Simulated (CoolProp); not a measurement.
Saturation properties of m-xylene (Tc = 343.7 °C, pc = 3.535 MPa, ω = 0.326).

Model: reference Helmholtz-energy equation of state, Zhou 2012, in CoolProp.

| T (°C) | p (MPa) | vapour density (kg/m³) | vapour viscosity (µPa s) |
|---|---|---|---|
| 6.25 | 0.0003461 | 0.01582 | 6.28 |
| 45.75 | 0.003385 | 0.1360 | 6.98 |
| 85.25 | 0.01845 | 0.6658 | 7.75 |
| 124.75 | 0.06790 | 2.252 | 8.56 |
| 164.25 | 0.1904 | 5.959 | 9.39 |
| 203.75 | 0.4402 | 13.40 | 10.3 |
| 243.25 | 0.8850 | 27.26 | 11.3 |
| 282.75 | 1.607 | 53.32 | 12.6 |
| 322.25 | 2.713 | 111.9 | 14.9 |

It boils at 139.1 °C under 1 atm.

Viscosity comes from a separate model (Cao 2016).
